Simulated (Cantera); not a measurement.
Feed: 1 mol CaCl₂, 0.15 mol O₂, 250 mol N₂, held at 1948.15 K and 1.20 Pa.

These are equilibrium values from Cantera (NASA tables, ideal gas, pure condensed phases), not measurements of a reactor. Candidate condensed phases: Ca, CaCl₂, CaO; 17 gas species. Rates play no part.

Base state: N₂ 0.989, Cl 0.00632, Ca 0.00289, O 0.000953, CaCl 0.000541, CaCl₂ 0.000522, NO 0.000120, O₂ 5.51e-5 (mole fractions); condensed: gas only.

### Question
What changes in the equilibrium state with this change: temperature from 1948.15 K to 1150 K?

### Answer
```json
[
 {"species": "N₂", "before": "0.989", "after": "0.995"},
 {"species": "CaCl₂", "before": "0.000522", "after": "0.00351"},
 {"species": "Cl", "before": "0.00632", "after": "0.000946"},
 {"species": "Ca", "before": "0.00289", "after": "<1e-9"},
 {"species": "CaCl", "before": "0.000541", "after": "<1e-9"},
 {"species": "O", "before": "0.000953", "after": "4.53e-8"},
 {"species": "CaO(s), mol", "before": "0", "after": "0.119"}
]
```
Condensed phases not in the tables: oxide chlorides.
